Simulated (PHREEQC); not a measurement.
Consider water at 81 °C with 0.057 mol CuSO4, 0.00016 mol HCl and 0.12 mol FeCl3 per kg of water. Closed to the air; pH follows from the charge balance.

Model: ion-association model, phreeqc.dat, run in PHREEQC.

```yaml
pH: 1.87
ionic_strength: 0.466 mol/kgw
activity_of_water: 0.992
total_alkalinity: -240 meq/kg
```

```csv
species,molality,activity,log γ
Cl-,0.272,0.170,-0.205
FeCl+2,0.0458,0.00863,-0.725
CuCl+,0.0325,0.0203,-0.203
FeSO4+,0.0280,0.0184,-0.181
Cu+2,0.0200,0.00443,-0.655
H+,0.0182,0.0136,-0.127
FeOH+2,0.0152,0.00286,-0.725
HSO4-,0.0124,0.00872,-0.152
SO4-2,0.00869,0.00157,-0.744
Fe2(OH)2+4,0.00856,3.14e-5,-2.436
```

Precipitation was switched off in this run. Examples of supersaturated solids here: Hematite (slow to form), Goethite (slow to form). Others may be too. At this temperature some constants are extrapolated from 25 °C, and those without enthalpy data are left unchanged.
